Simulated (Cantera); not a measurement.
Mixture: C3H8 : O2 : N2 = 1 : 6.1 : 22.9 (molar parts), at 22.0 bar, adiabatic and at constant volume. Ignition delay is the time to a rise of 400 K.

Cantera simulation using GRI-Mech 3.0 (53 species, 325 reactions); the numbers are that mechanism's predictions, not measurements. GRI-Mech 3.0 was tuned for natural gas; its chemistry of propane as a main component is partial and can be far from experiment. The pressure lies above the range GRI-Mech 3.0 was tuned for (to about 10 atm).

Q: What does this change do: pressure from 22.0 bar to 8.50 bar?

A: 
```json
[
 {"quantity": "delay at 1150 K", "before": "1.97 ms", "after": "4.43 ms"},
 {"quantity": "delay at 1250 K", "before": "0.369 ms", "after": "0.710 ms"},
 {"quantity": "delay at 1350 K", "before": "79.1 µs", "after": "0.138 ms"},
 {"quantity": "delay at 1450 K", "before": "20.8 µs", "after": "35.3 µs"},
 {"quantity": "apparent activation energy between 1400 and 1500 K", "before": "210 kJ/mol", "after": "210 kJ/mol"}
]
```

Q: What does this change do: 1.2 parts H2 added?

A: 
```json
[
 {"quantity": "delay at 1150 K", "before": "1.97 ms", "after": "0.339 ms"},
 {"quantity": "delay at 1250 K", "before": "0.369 ms", "after": "0.102 ms"},
 {"quantity": "delay at 1350 K", "before": "79.1 µs", "after": "35.4 µs"},
 {"quantity": "delay at 1450 K", "before": "20.8 µs", "after": "12.7 µs"},
 {"quantity": "apparent activation energy between 1400 and 1500 K", "before": "210 kJ/mol", "after": "170 kJ/mol"}
]
```
